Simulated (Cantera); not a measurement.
Input (Python, Cantera) and output of one run.

```python
import numpy as np
import cantera as ct

gas_names = """
    CS2
""".split()
cond_names = """
    Ni(cr) Ni(L) C(gr) NiS(b) NiS(a) NiS(L)
""".split()


# ... load() reads the species with a 1 bar reference pressure and builds the phases ...
species = {s.name: s for s in load("nasa_gas.yaml", gas_names) + load("nasa_condensed.yaml", cond_names)}
# Each term lists the table entries of one substance; the one whose range holds T is used.
reactions = {
    'CS2(g) + 2 Ni = C + 2 NiS':
        [(-1, ['CS2']), (-2, ['Ni(cr)', 'Ni(L)']), (1, ['C(gr)']), (2, ['NiS(b)', 'NiS(a)', 'NiS(L)'])],
}


def pick(names, T):
    return next(species[n] for n in names if species[n].thermo.min_temp <= T <= species[n].thermo.max_temp)


results = []
for label, terms in reactions.items():
    print(label)
    print("     T/K   dH/kJ  dS/(J/K)   dG/kJ   log10 K")
    for T in [300, 923, 948, 973, 998, 1023]:
        used = [(nu, pick(names, T)) for nu, names in terms]
        dH = sum(nu * s.thermo.h(T) for nu, s in used) / 1e6
        dS = sum(nu * s.thermo.s(T) for nu, s in used) / 1e3
        dG = dH - T * dS / 1e3
        logK = -dG * 1e6 / (ct.gas_constant * T * np.log(10))
        results.append((label, T, dH, dS, dG, logK, [s.name for _, s in used]))
        print(f"{T:8g} {dH:8.1f} {dS:8.1f} {dG:8.1f} {logK:8.2f}")
```

It prints:

```
CS2(g) + 2 Ni = C + 2 NiS
     T/K   dH/kJ  dS/(J/K)   dG/kJ   log10 K
     300   -292.7   -186.0   -236.9    41.24
     923   -274.4   -157.7   -128.8     7.29
     948   -273.8   -157.1   -124.9     6.88
     973   -273.2   -156.5   -121.0     6.49
     998   -272.6   -155.9   -117.0     6.13
    1023   -272.0   -155.3   -113.2     5.78
```

Cantera with NASA thermochemical tables; ideal gases at 1 bar, condensed phases pure. Condensed species are held in their standard states even where they would react or evaporate.
